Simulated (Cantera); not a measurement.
**Equilibrium for carbothermic reduction: PbO + C + H₂**

Feed: 1 mol PbO, a varied amount of C, 1.9 mol H₂, held at 2198.15 K and 13300 Pa.

Cantera equilibrium calculation (NASA polynomials, part measured and part estimated; ideal gas, pure solids and liquids). Candidate condensed phases: C, C₆H₆, C₇H₈, C₈H₁₈, H₂O, Pb, PbO, PbO₂, Pb₃O₄; 113 gas species. Gases not in the tables: (PbO)n polymers. Equilibrium is a limit: real reactors are often held back by kinetics, nucleation or transport.

```tsv
n(C) (mol)	log p H₂	log p Pb	log p CO	log p H₂O	log p H	log p CO₂	log p PbO	log p C₂H₂ (acetylene)	n C(graphite)
0.34	-1.29	-1.39	-1.90	-1.59	-2.90	-2.92	-3.75	<-12	0
0.43	-1.27	-1.40	-1.80	-1.67	-2.89	-2.92	-3.86	<-12	0
0.53	-1.25	-1.41	-1.71	-1.77	-2.88	-2.95	-3.99	<-12	0
0.66	-1.23	-1.43	-1.63	-1.93	-2.87	-3.05	-4.18	<-12	0
0.83	-1.21	-1.45	-1.54	-2.26	-2.86	-3.31	-4.55	<-12	0
1	-1.19	-1.47	-1.47	-5.77	-2.85	-6.77	-8.10	-6.06	0
1.3	-1.20	-1.47	-1.47	-6.91	-2.85	-7.90	-9.23	-3.79	0.290
1.6	-1.20	-1.47	-1.47	-6.91	-2.85	-7.90	-9.23	-3.79	0.590
2	-1.20	-1.47	-1.47	-6.91	-2.85	-7.90	-9.23	-3.79	0.990
2.5	-1.20	-1.47	-1.47	-6.91	-2.85	-7.90	-9.23	-3.79	1.49
3.1	-1.20	-1.47	-1.47	-6.91	-2.85	-7.90	-9.23	-3.79	2.09
```
log p: log10 of the partial pressure in bar; n: condensed amount in mol.

From 0.34 mol C to 1 mol C nothing is condensed. From 1.3 mol C to 3.1 mol C the condensed part is C(graphite).
